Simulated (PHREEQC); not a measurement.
Solution (25 °C): 0.0065 mol/kgw NaHCO3, 0.00056 mol/kgw NH3 and 0.2 mol/kgw LiCl. Closed to the air; pH follows from the charge balance.

The numbers come from PHREEQC with the ion-association model, phreeqc.dat.

```json
[
 {"quantity": "pH", "before": "8.81", "after": "9.96"},
 {"quantity": "NH4+ (mol/kgw)", "before": "0.000452", "after": "0.000129"},
 {"quantity": "NH3 (mol/kgw)", "before": "0.000107", "after": "0.000431"}
]
```

Q: What was changed between the two runs?
A. NH3 replaced by NH4HSO4 at the same molality
B. NaHCO3 left out
C. diluted 100-fold with water
D. LiCl from 0.2 to 0.4 mol/kgw

A: B, NaHCO3 left out

This is a speciation only: nothing precipitates in the calculation.
